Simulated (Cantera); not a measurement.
Adiabatic ignition

An adiabatic, constant-volume homogeneous reactor starts with 16.1 % CH₄, 16.9 % O₂, 63.6 % N₂, 3.53 % H₂O, at 1698 K and 100000 Pa.

Computed with Cantera and GRI-Mech 3.0 (53 species, 325 reactions).

```json
[
 {"t (s)": "4.00e-6", "T (K)": "1698", "P (bar)": "1.000", "x CH₄": "0.160", "x O₂": "0.169", "x H₂O": "0.0353", "x H₂O₂": "1.04e-7", "x O": "8.64e-8", "x CH₃": "2.31e-5", "x NO": "<1e-12"},
 {"t (s)": "9.16e-6", "T (K)": "1698", "P (bar)": "1.000", "x CH₄": "0.160", "x O₂": "0.169", "x H₂O": "0.0353", "x H₂O₂": "2.48e-7", "x O": "1.22e-7", "x CH₃": "5.79e-5", "x NO": "<1e-12"},
 {"t (s)": "2.10e-5", "T (K)": "1697", "P (bar)": "1.000", "x CH₄": "0.160", "x O₂": "0.168", "x H₂O": "0.0354", "x H₂O₂": "4.45e-7", "x O": "2.20e-7", "x CH₃": "0.000152", "x NO": "<1e-12"},
 {"t (s)": "4.80e-5", "T (K)": "1697", "P (bar)": "1.000", "x CH₄": "0.160", "x O₂": "0.168", "x H₂O": "0.0356", "x H₂O₂": "6.01e-7", "x O": "5.22e-7", "x CH₃": "0.000418", "x NO": "2.57e-12"},
 {"t (s)": "0.000110", "T (K)": "1701", "P (bar)": "1.00", "x CH₄": "0.157", "x O₂": "0.167", "x H₂O": "0.0369", "x H₂O₂": "1.41e-6", "x O": "1.70e-6", "x CH₃": "0.00114", "x NO": "1.73e-11"},
 {"t (s)": "0.000252", "T (K)": "2679", "P (bar)": "1.80", "x CH₄": "0.00356", "x O₂": "0.0190", "x H₂O": "0.162", "x H₂O₂": "1.48e-6", "x O": "0.000659", "x CH₃": "0.00559", "x NO": "1.51e-5"},
 {"t (s)": "0.000577", "T (K)": "2845", "P (bar)": "1.97", "x CH₄": "7.00e-12", "x O₂": "0.000424", "x H₂O": "0.151", "x H₂O₂": "5.90e-8", "x O": "0.000953", "x CH₃": "2.14e-11", "x NO": "0.000899"},
 {"t (s)": "0.00132", "T (K)": "2842", "P (bar)": "1.97", "x CH₄": "7.12e-12", "x O₂": "0.000414", "x H₂O": "0.151", "x H₂O₂": "5.80e-8", "x O": "0.000934", "x CH₃": "2.16e-11", "x NO": "0.00133"},
 {"t (s)": "0.00303", "T (K)": "2842", "P (bar)": "1.97", "x CH₄": "7.15e-12", "x O₂": "0.000412", "x H₂O": "0.151", "x H₂O₂": "5.77e-8", "x O": "0.000930", "x CH₃": "2.16e-11", "x NO": "0.00143"},
 {"t (s)": "0.00693", "T (K)": "2842", "P (bar)": "1.97", "x CH₄": "7.15e-12", "x O₂": "0.000411", "x H₂O": "0.151", "x H₂O₂": "5.77e-8", "x O": "0.000930", "x CH₃": "2.16e-11", "x NO": "0.00143"},
 {"t (s)": "0.0159", "T (K)": "2842", "P (bar)": "1.97", "x CH₄": "7.15e-12", "x O₂": "0.000411", "x H₂O": "0.151", "x H₂O₂": "5.77e-8", "x O": "0.000930", "x CH₃": "2.16e-11", "x NO": "0.00143"},
 {"t (s)": "0.0364", "T (K)": "2842", "P (bar)": "1.97", "x CH₄": "7.15e-12", "x O₂": "0.000411", "x H₂O": "0.151", "x H₂O₂": "5.77e-8", "x O": "0.000930", "x CH₃": "2.16e-11", "x NO": "0.00143"},
 {"t (s)": "0.0833", "T (K)": "2842", "P (bar)": "1.97", "x CH₄": "7.15e-12", "x O₂": "0.000411", "x H₂O": "0.151", "x H₂O₂": "5.77e-8", "x O": "0.000930", "x CH₃": "2.16e-11", "x NO": "0.00143"},
 {"t (s)": "0.191", "T (K)": "2842", "P (bar)": "1.97", "x CH₄": "7.15e-12", "x O₂": "0.000411", "x H₂O": "0.151", "x H₂O₂": "5.77e-8", "x O": "0.000930", "x CH₃": "2.16e-11", "x NO": "0.00143"},
 {"t (s)": "0.437", "T (K)": "2842", "P (bar)": "1.97", "x CH₄": "7.15e-12", "x O₂": "0.000411", "x H₂O": "0.151", "x H₂O₂": "5.77e-8", "x O": "0.000930", "x CH₃": "2.16e-11", "x NO": "0.00143"},
 {"t (s)": "1.00", "T (K)": "2842", "P (bar)": "1.97", "x CH₄": "7.15e-12", "x O₂": "0.000411", "x H₂O": "0.151", "x H₂O₂": "5.77e-8", "x O": "0.000930", "x CH₃": "2.16e-11", "x NO": "0.00143"}
]
```
x: mole fraction; the columns are a selection and need not sum to one.

- time of steepest temperature rise = 0.252 ms
- temperature at 1.00 s = 2842 K
- equilibrium temperature = 2842 K
- x(CH₄) at 1.00 s = 7.15e-12 (gas-phase equilibrium 8.17e-12)
- x(O₂) at 1.00 s = 0.000411 (gas-phase equilibrium 0.000411)
- x(H₂O) at 1.00 s = 0.151 (gas-phase equilibrium 0.151)
